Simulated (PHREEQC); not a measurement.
0.15 g of hydrous ferric oxide (600 m²/g; 0.2 weak and 0.005 strong sites per Fe, Dzombak-Morel constants, diffuse double layer) in 1 kg of water with 0.005 mol/kgw of an inert sodium salt and 0.00044 mol MgCl2 and 1.4e-06 mol ZnCl2, at 25 °C; the pH is set by adding NaOH or the inert anion's acid. Oxygen is held at 0.21 atm. CO2 from the air is kept out. Nothing may precipitate in this run.

Model: ion-association model, wateq4f.dat, run in PHREEQC.

**Question.** Predict Zn sorbed (%), surface charge σ (C/m²) at pH = 4, 4.5, 6, 9.5.

**Answer.** 
| pH | Zn sorbed (%) | surface charge σ (C/m²) |
|---|---|---|
| 4 | 0.0 | 0.194 |
| 4.5 | 0.1 | 0.141 |
| 6 | 35.3 | 0.041 |
| 9.5 | 99.0 | 0.003 |
